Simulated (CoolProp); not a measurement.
Values from CoolProp's reference Helmholtz-energy equation of state, Lemmon 2006. It is a short technical equation, of lower accuracy than the large ones.

Problem. For n-decane, give the phase and the Z, Joule-Thomson coefficient (K/MPa), conductivity (mW/(m K)) at 346.85 °C and 0.525 MPa; 346.85 °C and 0.826 MPa; 346.85 °C and 0.901 MPa.

Solution. 
- 346.85 °C and 0.525 MPa: gas; Z 0.906, Joule-Thomson coefficient 9.45, conductivity 40.5
- 346.85 °C and 0.826 MPa: gas; Z 0.846, Joule-Thomson coefficient 10.6, conductivity 40.4
- 346.85 °C and 0.901 MPa: gas; Z 0.829, Joule-Thomson coefficient 10.9, conductivity 40.4

Thermal conductivity comes from a separate model (Huber 2005).
